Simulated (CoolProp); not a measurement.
Water along the isobar 32.5 MPa: density (kg/m³) from the reference equation and from simpler models built on Tc = 373.9 °C, pc = 22.06 MPa, ω = 0.344; each cubic takes its own stable root.

The numbers come from the reference Helmholtz-energy equation of state, Wagner 2002 in CoolProp.

```tsv
T (°C)	phase	reference	van der Waals	Redlich-Kwong	Peng-Robinson
331.05	liquid	695.9	354.1	459.5	536.4
359.95	liquid	?	329.7	410.3	466.5
388.85	supercritical	?	299.3	?	367.2
417.75	supercritical	?	258.1	258.1	235.6
446.65	supercritical	178.3	203.8	?	172.2
475.55	supercritical	145.3	163.4	152.7	143.7
504.45	supercritical	126.8	140.6	133.4	126.5
533.25	supercritical	114.4	125.9	120.3	114.4
562.15	supercritical	105.2	115.0	?	105.3
```

Q: Complete the blanks.

A: 
- 359.95, reference: 624.5
- 388.85, reference: 510.8
- 388.85, Redlich-Kwong: 346.7
- 417.75, reference: 273.0
- 446.65, Redlich-Kwong: 186.1
- 562.15, Redlich-Kwong: 110.5
